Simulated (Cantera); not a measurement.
A closed system holds: 1 mol trisilylamine, 5 mol NH₃, 25 mol N₂, held at 0.100 bar.

Cantera equilibrium calculation (NASA polynomials, part measured and part estimated; ideal gas, pure solids and liquids). Candidate condensed phases: Si, Si₃N₄; 18 gas species. The feed counts by its element totals alone. The tables' values for SiN are old estimates; treat these amounts as uncertain. Gases not in the tables: Si₂H₆ and higher silanes. Rates play no part.

x: gas mole fraction; n: condensed amount in mol.

```
T (K)   x N₂   x H₂  x H      x Si    x NH₃     x SiH  n Si₃N₄(s)  n Si(l)
-----  -----  -----  ---  --------  -------  --------  ----------  -------
773    0.684  0.316    …    <1e-12  5.81e-5    <1e-12        1.00        0
873    0.684  0.316    …    <1e-12  2.23e-5    <1e-12        1.00        0
973    0.684  0.316    …    <1e-12  1.03e-5    <1e-12        1.00        0
1073   0.684  0.316    …    <1e-12  5.43e-6    <1e-12        1.00        0
1173   0.684  0.316    …    <1e-12  3.19e-6    <1e-12        1.00        0
1273   0.684  0.316    …    <1e-12  2.03e-6    <1e-12        1.00        0
1373   0.684  0.316    …  4.90e-12  1.38e-6  4.95e-12        1.00        0
1473   0.684  0.316    …  2.99e-10  9.88e-7  1.91e-10        1.00        0
1573   0.684  0.316    …   1.07e-8  7.37e-7   4.59e-9       1.000        0
1673   0.684  0.316    …   2.49e-7  5.69e-7   7.48e-8       1.000        0
1773   0.684  0.315    …   4.03e-6  4.53e-7   8.84e-7       1.000        0
1873   0.684  0.315    …   4.82e-5  3.69e-7   7.97e-6       0.999        0
1973   0.699  0.298    …  0.000316  2.87e-7   3.94e-5           0     2.98
```

**Question.** What belongs in the gaps?

**Answer.** 
- 773, x H: 1.61e-12
- 873, x H: 8.31e-11
- 973, x H: 1.92e-9
- 1073, x H: 2.49e-8
- 1173, x H: 2.10e-7
- 1273, x H: 1.27e-6
- 1373, x H: 5.92e-6
- 1473, x H: 2.25e-5
- 1573, x H: 7.22e-5
- 1673, x H: 0.000202
- 1773, x H: 0.000505
- 1873, x H: 0.00115
- 1973, x H: 0.00233
